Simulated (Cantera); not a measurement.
Charge: 1 mol SiH4, 2.3 mol N2, 20 mol H2, at 700 °C and 1.10 mbar.

Cantera equilibrium calculation (NASA polynomials, part measured and part estimated; ideal gas, pure solids and liquids). Candidate condensed phases: Si, Si3N4; 18 gas species. N2 is the only nitrogen source here; it is nearly inert below about 1500 K, so the nitride shown seldom forms there in practice. Equilibrium is a limit: real reactors are often held back by kinetics, nucleation or transport.

Task: What is the equilibrium state?

Result: 
```
Item                                  Value
--------------------------------  ---------
x(H2)                                 0.931
x(N2)                                0.0691
n(Si3N4(s))                       0.333 mol
gas amount                        23.63 mol
log10 activity of Si(s) (absent)      -4.81
```
